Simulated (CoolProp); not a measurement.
c-C4F8 (RC318) at several states: density (kg/m³) from the reference equation and from simpler models built on Tc = 388.4 K, pc = 2778 kPa, ω = 0.355; each cubic takes its own stable root.

The numbers come from the reference Helmholtz-energy equation of state, Platzer 1990 in CoolProp. This equation is an older, rougher fit; its heat capacities, sound speeds and derivatives of the liquid may be far off and weren't checked against measurements.

```json
[
 {"T (K)": "336.4", "p (kPa)": "133", "phase": "gas", "reference": "9.768", "van der Waals": "9.710", "Soave-Redlich-Kwong": "9.776", "Peng-Robinson": "9.797"},
 {"T (K)": "324.9", "p (kPa)": "1060", "phase": "liquid", "reference": "1386", "van der Waals": "99.94", "Soave-Redlich-Kwong": "1272", "Peng-Robinson": "1443"},
 {"T (K)": "300.7", "p (kPa)": "13.8", "phase": "gas", "reference": "1.108", "van der Waals": "1.107", "Soave-Redlich-Kwong": "1.108", "Peng-Robinson": "1.109"}
]
```

At some of these states van der Waals gives the other phase, because its saturation line lies elsewhere.
